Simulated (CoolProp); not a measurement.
Vapour-liquid equilibrium of R152A (1) + isobutane (2) at 1.46 bar; x and y are mole fractions of (1).

The numbers come from the multi-fluid Helmholtz-energy mixture model, Outcalt 1996 and Bücker 2006; pair parameters Bell 2016 in CoolProp.

| x | bubble temperature, mixture model (°C) | bubble temperature, Raoult's law (°C) | y, mixture model | y, Raoult's law |
|---|---|---|---|---|
| 0.05 | ? | -2.9 | ? | 0.081 |
| 0.2 | -15.3 | -5.5 | 0.483 | 0.295 |
| 0.35 | -18.3 | -7.8 | 0.586 | 0.474 |
| 0.5 | -19.4 | -9.8 | ? | 0.626 |
| 0.65 | -19.8 | -11.7 | 0.676 | 0.756 |
| 0.8 | -19.5 | -13.4 | 0.732 | 0.870 |
| 0.95 | -17.4 | -14.9 | 0.884 | 0.969 |

Problem. Fill in the missing entries.

Solution. 
- 0.05, bubble temperature, mixture model (°C): -7.2
- 0.05, y, mixture model: 0.205
- 0.5, y, mixture model: 0.637

The largest gap from Raoult's law is -10.5 K in bubble temperature, at x = 0.35. y crosses x between x = 0.65 and 0.8: the model has an azeotrope there.

The pair parameters rest on a limited set of measurements; away from them the model extrapolates.
